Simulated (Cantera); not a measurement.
**Equilibrium for chemical vapour transport: Al + H2O + N2**

Feed: 1 mol Al, a varied amount of H2O, 2.1 mol N2, equilibrated at 950 K and 1 atm.

Equilibrium computed with Cantera from the NASA thermochemical tables; the gas is ideal and each condensed phase is pure. Candidate condensed phases: Al, AlN, Al2O3, H2O; 35 gas species. Rates play no part.

```tsv
n(H2O) (mol)	log p N2	log p H2	log p H2O	log p NH3	n AlN(s)	n Al2O3(s)
0.18	-0.04	-1.00	-7.55	-4.61	0.880	0.0600
0.31	-0.07	-0.81	-7.36	-4.33	0.793	0.103
0.44	-0.09	-0.69	-7.26	-4.17	0.707	0.147
0.58	-0.12	-0.61	-7.18	-4.05	0.613	0.193
0.71	-0.14	-0.55	-7.13	-3.98	0.527	0.237
0.84	-0.15	-0.50	-7.09	-3.92	0.440	0.280
0.97	-0.17	-0.47	-7.06	-3.87	0.353	0.323
1.1	-0.19	-0.44	-7.04	-3.84	0.267	0.367
1.2	-0.20	-0.42	-7.02	-3.81	0.200	0.400
1.4	-0.22	-0.39	-7.00	-3.78	0.0667	0.467
1.5	-0.23	-0.37	-6.99	-3.76	0	0.500
1.6	-0.24	-0.39	-1.56	-3.78	0	0.500
1.8	-0.26	-0.41	-1.11	-3.83	0	0.500
```
log p: log10 of the partial pressure in bar; n: condensed amount in mol.

From 0.18 mol H2O to 1.4 mol H2O the condensed part is AlN(s) + Al2O3(s). From 1.5 mol H2O to 1.8 mol H2O the condensed part is Al2O3(s).
